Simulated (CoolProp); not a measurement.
A single-stage vapour-compression cycle with hydrogen sulfide: evaporating at 241.15 K (dew point), condensing at 292.15 K (bubble point), superheat 5 K, subcooling 8 K, compressor efficiency 0.75, no pressure losses. Each further row changes one setting.

The numbers come from the reference Helmholtz-energy equation of state, Lemmon 2006 in CoolProp. It is a short technical equation, of lower accuracy than the large ones.

```json
[
 {"case": "as stated", "cooling COP": "2.90", "pressure ratio": "4.92", "discharge temperature (K)": "398.6", "refrigerating effect (kJ/kg)": "427", "volumetric capacity (kJ/m³)": "2650"},
 {"case": "evaporating temperature 246.15 K", "cooling COP": "3.36", "pressure ratio": "4.08", "discharge temperature (K)": "___", "refrigerating effect (kJ/kg)": "431", "volumetric capacity (kJ/m³)": "___"},
 {"case": "condensing temperature 287.15 K", "cooling COP": "___", "pressure ratio": "___", "discharge temperature (K)": "___", "refrigerating effect (kJ/kg)": "438", "volumetric capacity (kJ/m³)": "2710"},
 {"case": "subcooling 13 K", "cooling COP": "2.98", "pressure ratio": "4.92", "discharge temperature (K)": "398.6", "refrigerating effect (kJ/kg)": "438", "volumetric capacity (kJ/m³)": "2710"},
 {"case": "superheat 15 K", "cooling COP": "2.84", "pressure ratio": "4.92", "discharge temperature (K)": "___", "refrigerating effect (kJ/kg)": "438", "volumetric capacity (kJ/m³)": "2590"},
 {"case": "compressor efficiency 0.65", "cooling COP": "___", "pressure ratio": "4.92", "discharge temperature (K)": "___", "refrigerating effect (kJ/kg)": "427", "volumetric capacity (kJ/m³)": "2650"}
]
```

Problem. Complete the blanks.

Solution. 
- evaporating temperature 246.15 K, discharge temperature (K): 385.0
- evaporating temperature 246.15 K, volumetric capacity (kJ/m³): 3180
- condensing temperature 287.15 K, cooling COP: 3.29
- condensing temperature 287.15 K, pressure ratio: 4.32
- condensing temperature 287.15 K, discharge temperature (K): 384.1
- superheat 15 K, discharge temperature (K): 414.5
- compressor efficiency 0.65, cooling COP: 2.52
- compressor efficiency 0.65, discharge temperature (K): 418.6
